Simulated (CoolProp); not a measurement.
A simple Rankine cycle with R141b: condensing at 309.15 K, boiler at 0.397 MPa, turbine inlet 499 K, turbine efficiency 0.75, pump efficiency 0.6, no recuperator. Each further row changes one setting.

The numbers come from the reference Helmholtz-energy equation of state, Lemmon 2006 in CoolProp. It is a short technical equation, of lower accuracy than the large ones.

```json
[
 {"case": "as stated", "thermal efficiency (%)": "7.8", "net work (kJ/kg)": "?", "heat in (kJ/kg)": "390", "turbine exit temperature (K)": "?", "volume ratio over the turbine": "3.24"},
 {"case": "condensing temperature 301.15 K", "thermal efficiency (%)": "9.3", "net work (kJ/kg)": "36.9", "heat in (kJ/kg)": "?", "turbine exit temperature (K)": "458.3", "volume ratio over the turbine": "4.24"},
 {"case": "boiler pressure 0.278 MPa", "thermal efficiency (%)": "5.6", "net work (kJ/kg)": "21.9", "heat in (kJ/kg)": "391", "turbine exit temperature (K)": "475.2", "volume ratio over the turbine": "2.30"},
 {"case": "turbine efficiency 0.65", "thermal efficiency (%)": "6.7", "net work (kJ/kg)": "26.2", "heat in (kJ/kg)": "390", "turbine exit temperature (K)": "?", "volume ratio over the turbine": "3.27"}
]
```

### Question
What belongs in the gaps?

### Answer

- as stated, net work (kJ/kg): 30.3
- as stated, turbine exit temperature (K): 465.5
- condensing temperature 301.15 K, heat in (kJ/kg): 399
- turbine efficiency 0.65, turbine exit temperature (K): 469.7
